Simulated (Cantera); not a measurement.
## Aluminium nitride and oxide growth: Al(CH3)3 + N2O + N2

A closed system holds: 1 mol Al(CH3)3, 0.5 mol N2O, 13 mol N2, equilibrated at 43000 Pa.

Cantera equilibrium calculation (NASA polynomials, part measured and part estimated; ideal gas, pure solids and liquids). Candidate condensed phases: Al, AlN, Al2O3, C, C6H6, C7H8, C8H18, H2O; 148 gas species. The feed counts by its element totals alone. Mutual solubility and eutectic melting of coexisting phases are not modelled. The numbers say what is thermodynamically allowed, not how fast it happens.

```json
[
 {"T (K)": "925", "x N2": "0.750", "x H2": "0.244", "x CO": "2.24e-7", "x CH4": "0.00583", "x HCN": "6.06e-7", "n AlN(s)": "0.667", "n Al2O3(s)": "0.167", "n C(graphite)": "2.90"},
 {"T (K)": "975", "x N2": "0.748", "x H2": "0.249", "x CO": "1.06e-6", "x CH4": "0.00335", "x HCN": "1.48e-6", "n AlN(s)": "0.667", "n Al2O3(s)": "0.167", "n C(graphite)": "2.94"},
 {"T (K)": "1025", "x N2": "0.747", "x H2": "0.251", "x CO": "4.31e-6", "x CH4": "0.00199", "x HCN": "3.32e-6", "n AlN(s)": "0.667", "n Al2O3(s)": "0.167", "n C(graphite)": "2.96"},
 {"T (K)": "1075", "x N2": "0.746", "x H2": "0.253", "x CO": "1.53e-5", "x CH4": "0.00124", "x HCN": "6.88e-6", "n AlN(s)": "0.667", "n Al2O3(s)": "0.167", "n C(graphite)": "2.98"},
 {"T (K)": "1125", "x N2": "0.746", "x H2": "0.253", "x CO": "4.86e-5", "x CH4": "0.000796", "x HCN": "1.33e-5", "n AlN(s)": "0.667", "n Al2O3(s)": "0.166", "n C(graphite)": "2.98"},
 {"T (K)": "1175", "x N2": "0.746", "x H2": "0.254", "x CO": "0.000139", "x CH4": "0.000530", "x HCN": "2.44e-5", "n AlN(s)": "0.668", "n Al2O3(s)": "0.166", "n C(graphite)": "2.99"},
 {"T (K)": "1225", "x N2": "0.745", "x H2": "0.254", "x CO": "0.000366", "x CH4": "0.000364", "x HCN": "4.25e-5", "n AlN(s)": "0.671", "n Al2O3(s)": "0.165", "n C(graphite)": "2.99"},
 {"T (K)": "1275", "x N2": "0.745", "x H2": "0.254", "x CO": "0.000888", "x CH4": "0.000257", "x HCN": "7.08e-5", "n AlN(s)": "0.677", "n Al2O3(s)": "0.161", "n C(graphite)": "2.98"},
 {"T (K)": "1325", "x N2": "0.744", "x H2": "0.254", "x CO": "0.00201", "x CH4": "0.000186", "x HCN": "0.000113", "n AlN(s)": "0.690", "n Al2O3(s)": "0.155", "n C(graphite)": "2.96"},
 {"T (K)": "1375", "x N2": "0.742", "x H2": "0.254", "x CO": "0.00429", "x CH4": "0.000138", "x HCN": "0.000175", "n AlN(s)": "0.717", "n Al2O3(s)": "0.141", "n C(graphite)": "2.92"},
 {"T (K)": "1425", "x N2": "0.738", "x H2": "0.253", "x CO": "0.00866", "x CH4": "0.000104", "x HCN": "0.000262", "n AlN(s)": "0.769", "n Al2O3(s)": "0.115", "n C(graphite)": "2.84"}
]
```
x: gas mole fraction; n: condensed amount in mol.

From 925 K to 1425 K the condensed part is AlN(s) + Al2O3(s) + C(graphite).
